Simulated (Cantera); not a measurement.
## Low-pressure radical oxidation in H2/O2

A perfectly stirred reactor is fed with 1.61 % H2, 18.6 % O2, 79.8 % N2, equivalence ratio 0.043, at 17.3 Torr; it is held at 1450 K, and followed from long to short residence time.

Model: the H2/O2 subset of GRI-Mech 3.0, which has no nitrogen chemistry, integrated in Cantera. Radical loss at walls, strong at low pressure, is not modelled.

| τ (s) | x H2 | x O2 | x H | x H2O2 | x O |
|---|---|---|---|---|---|
| 2.5 | 6.40e-5 | 0.178 | 0.000115 | 8.09e-9 | 0.00136 |
| 1.1 | 0.000104 | 0.177 | 0.000240 | 1.04e-8 | 0.00223 |
| 0.49 | 0.000161 | 0.177 | 0.000468 | 1.27e-8 | 0.00348 |
| 0.22 | 0.000236 | 0.176 | 0.000828 | 1.48e-8 | 0.00509 |
| 0.098 | 0.000327 | 0.175 | 0.00130 | 1.66e-8 | 0.00687 |
| 0.044 | 0.000433 | 0.174 | 0.00177 | 1.79e-8 | 0.00838 |
| 0.020 | 0.000576 | 0.173 | 0.00214 | 1.91e-8 | 0.00930 |
| 0.0088 | 0.000835 | 0.173 | 0.00242 | 2.07e-8 | 0.00958 |
x: mole fraction; the columns are a selection and need not sum to one.
